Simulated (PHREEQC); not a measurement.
Alkaline etch or developer

Make-up at 25 °C: 0.19 mol CsOH and 4.5e-05 mol K3PO4 per kg of water. Closed to the air; pH follows from the charge balance.

Model: ion-association model, wateq4f.dat, run in PHREEQC.

Each row changes one thing in this solution. Precipitation was switched off in this run.

| case | pH | ionic strength (mol/kgw) |
|---|---|---|
| as made | 13.13 | 0.190 |
| temperature from 25 to 35 °C | ? | 0.190 |
| K3PO4 replaced by KBr at the same molality | 13.13 | 0.190 |
| K3PO4 from 4.5e-05 to 9e-06 mol/kgw | 13.13 | 0.190 |
| CsOH left out | ? | ? |

What belongs in the gaps?


- temperature from 25 to 35 °C, pH: 12.82
- CsOH left out, pH: 9.65
- CsOH left out, ionic strength (mol/kgw): 0.000180

Complexes and solids missing from the database can't appear. H3PO4, which wateq4f.dat lacks, is added to it with the constant of phreeqc.dat.
